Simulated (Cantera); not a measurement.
An adiabatic, constant-volume homogeneous reactor starts with CO : H2 : O2 : N2 = 1 : 1.2 : 0.786 : 8.64 (molar parts), at 1775 K and 19.7 atm. Integrator tolerance rtol = 1e-08.

Cantera simulation using GRI-Mech 3.0 (53 species, 325 reactions); the numbers are that mechanism's predictions, not measurements. The hydrogen kinetics of GRI-Mech 3.0 are dated; newer H2 mechanisms differ, most at raised pressure. The pressure lies above the range GRI-Mech 3.0 was tuned for (to about 10 atm).

Q: How do the results move with these cheaper or finer settings: rtol 1e-08 to 0.01?

A: 
| setting | time of steepest temperature rise | temperature at 0.200 s | equilibrium temperature | x(CO) at 0.200 s | integrator steps |
|---|---|---|---|---|---|
| as above | 0.790 µs | 2856 K | 2856 K | 0.0487 | 1179 |
| rtol 1e-08 to 0.01 | 0.738 µs | 2856 K | 2856 K | 0.0487 | 282 |
